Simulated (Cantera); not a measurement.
An isothermal, constant-pressure homogeneous reactor starts with NH3 : N2 = 1 : 1.8 (molar parts), at 2275 K and 0.908 atm.

Cantera simulation using the gas-phase N/H chemistry of the illustrative SiF4/NH3 mechanism in the Surface Chemkin manual (1991); the numbers are that mechanism's predictions, not measurements. Walls and surfaces, which speed up NH3 decomposition in real reactors, are not modelled.

One state of this run: x NH3 = 0.238; x N2H2 = 4.31e-6; x NH2 = 0.00165; x H2 = 0.131; x N2H4 = 1.64e-7. x: mole fraction; the columns are a selection and need not sum to one.

**Question.** Which value of t (s) does it belong to?
(A) 0.897
(B) 0.134
(C) 0.00116
(D) 6.69e-5

**Answer.** C, 0.00116
